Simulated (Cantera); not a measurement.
A Cantera script and what it prints.

```python
import numpy as np
import cantera as ct

gas_names = [...]  # 110 gases of nasa_gas.yaml made of C, H, O
cond_names = """
    C(gr) C6H6(L) C7H8(L) C8H18(L),n-octa H2O(s) H2O(L)
""".split()


# ... load() reads the species with a 1 bar reference pressure and builds the phases ...
atoms = {
    'C2H5OH': {'C': 2, 'H': 6, 'O': 1},
    'CO2': {'C': 1, 'O': 2},
}
top_T = {'C(gr)': 4500}  # K; cautious upper limits of use, not melting points


# ... equilibrate(T, P, feed) seeds the gas with the atoms and calls Mixture.equilibrate('TP', solver="vcs", rtol=1e-11, max_steps=5000) ...
results = []
feed = {'C2H5OH': 1, 'CO2': 0.072}  # mol
P = 1000  # Pa
for T in [650, 800, 950, 1100, 1250, 1400, 1550, 1700, 1850, 2000, 2150, 2300, 2450, 2600]:
    mix = equilibrate(T, P, feed)
    results.append((T, P, feed, dict(zip(mix.species_names, mix.species_moles))))

top = {s: max(r[3][s] / sum(r[3][g] for g in gas_names) for r in results) for s in gas_names}
cols = sorted((s for s in top if top[s] > 1e-05), key=lambda s: -top[s])[:9]
seen = [c for c in cond_names if any(r[3].get(c, 0) > 1e-12 for r in results)]
print("log10 of partial pressures in bar; condensed amounts in mol")
print(f"{'T/K':>10s}" + "".join(f"{s[:9]:>10s}" for s in cols + seen))
for T, P, feed, n in results:
    ng = sum(n[g] for g in gas_names)
    print(f"{T:10.4g}" + "".join(f"{np.log10(max(n[s] / ng * P / 1e5, 1e-99)):10.3f}" for s in cols)
          + "".join(f"{n.get(c, 0):10.4g}" for c in seen))
```

Output:

```
log10 of partial pressures in bar; condensed amounts in mol
       T/K        H2        CO         H       H2O       CH4       CO2 C2H2,acet       C2H        C3     C(gr)
       650    -2.221    -3.856   -15.972    -2.670    -3.027    -3.112   -17.524   -39.404   -55.880     1.518
       800    -2.136    -2.717   -12.606    -3.484    -4.143    -3.440   -14.024   -30.817   -43.214     1.166
       950    -2.141    -2.564   -10.325    -4.735    -5.057    -4.905   -11.702   -24.981   -34.563    0.9371
      1100    -2.140    -2.559    -8.658    -5.748    -5.726    -6.173   -10.016   -20.740   -28.287    0.9282
      1250    -2.140    -2.559    -7.386    -6.522    -6.240    -7.135    -8.739   -17.521   -23.530    0.9279
      1400    -2.140    -2.559    -6.383    -7.128    -6.645    -7.884    -7.739   -14.996   -19.803    0.9279
      1550    -2.140    -2.559    -5.572    -7.616    -6.973    -8.481    -6.935   -12.962   -16.807    0.9279
      1700    -2.141    -2.559    -4.902    -8.017    -7.242    -8.969    -6.275   -11.289   -14.348    0.9275
      1850    -2.143    -2.560    -4.340    -8.352    -7.470    -9.373    -5.725    -9.890   -12.296    0.9264
      2000    -2.148    -2.562    -3.863    -8.641    -7.668    -9.716    -5.262    -8.705   -10.557    0.9234
      2150    -2.160    -2.567    -3.455    -8.898    -7.852   -10.014    -4.873    -7.690    -9.067    0.9166
      2300    -2.185    -2.576    -3.107    -9.140    -8.039   -10.280    -4.549    -6.816    -7.777    0.9034
      2450    -2.232    -2.594    -2.813    -9.385    -8.252   -10.529    -4.291    -6.063    -6.649    0.8806
      2600    -2.314    -2.622    -2.573    -9.653    -8.519   -10.772    -4.104    -5.418    -5.655    0.8442
```

Cantera equilibrium calculation (NASA polynomials, part measured and part estimated; ideal gas, pure solids and liquids).
